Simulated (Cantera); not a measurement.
Input (Python, Cantera) and output of one run.

```python
import numpy as np
import cantera as ct

gas_names = """
    N2O N2 VO2
""".split()
cond_names = """
    V(cr) V(L)
""".split()


# ... load() reads the species with a 1 bar reference pressure and builds the phases ...
species = {s.name: s for s in load("nasa_gas.yaml", gas_names) + load("nasa_condensed.yaml", cond_names)}
# Each term lists the table entries of one substance; the one whose range holds T is used.
reactions = {
    'V + 2 N2O(g) = 2 N2(g) + VO2(g)':
        [(-1, ['V(cr)', 'V(L)']), (-2, ['N2O']), (2, ['N2']), (1, ['VO2'])],
}


def pick(names, T):
    return next(species[n] for n in names if species[n].thermo.min_temp <= T <= species[n].thermo.max_temp)


results = []
for label, terms in reactions.items():
    print(label)
    print("     T/K   dH/kJ  dS/(J/K)   dG/kJ   log10 K")
    for T in [300, 1248, 1348, 1448, 1548, 1648, 1748]:
        used = [(nu, pick(names, T)) for nu, names in terms]
        dH = sum(nu * s.thermo.h(T) for nu, s in used) / 1e6
        dS = sum(nu * s.thermo.s(T) for nu, s in used) / 1e3
        dG = dH - T * dS / 1e3
        logK = -dG * 1e6 / (ct.gas_constant * T * np.log(10))
        results.append((label, T, dH, dS, dG, logK, [s.name for _, s in used]))
        print(f"{T:8g} {dH:8.1f} {dS:8.1f} {dG:8.1f} {logK:8.2f}")
```

Output:

```
V + 2 N2O(g) = 2 N2(g) + VO2(g)
     T/K   dH/kJ  dS/(J/K)   dG/kJ   log10 K
     300   -395.8    179.5   -449.7    78.30
    1248   -409.6    162.4   -612.3    25.63
    1348   -411.9    160.6   -628.4    24.35
    1448   -414.4    158.8   -644.4    23.25
    1548   -417.1    157.1   -660.2    22.28
    1648   -419.8    155.3   -675.8    21.42
    1748   -422.7    153.6   -691.3    20.66
```

Standard-state values (1 bar) from the NASA 1993 polynomials, evaluated with Cantera. Condensed species are held in their standard states even where they would react or evaporate.
